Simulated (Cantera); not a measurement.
Mixture: 12.1 % CH₄, 1.94 % CO, 18.1 % O₂, 67.8 % N₂, equivalence ratio 1.4, at 750 Torr, adiabatic and at constant volume. Ignition delay is the time to a rise of 400 K.

Detailed kinetics in Cantera: GRI-Mech 3.0 (53 species, 325 reactions).

Task: Predict: delay at 1150 K; delay at 1300 K; delay at 1450 K; delay at 1600 K; apparent activation energy between 1525 and 1675 K.

Result: 
* **delay at 1150 K**: 0.129 s
* **delay at 1300 K**: 14.4 ms
* **delay at 1450 K**: 2.24 ms
* **delay at 1600 K**: 0.492 ms
* **apparent activation energy between 1525 and 1675 K**: 190 kJ/mol
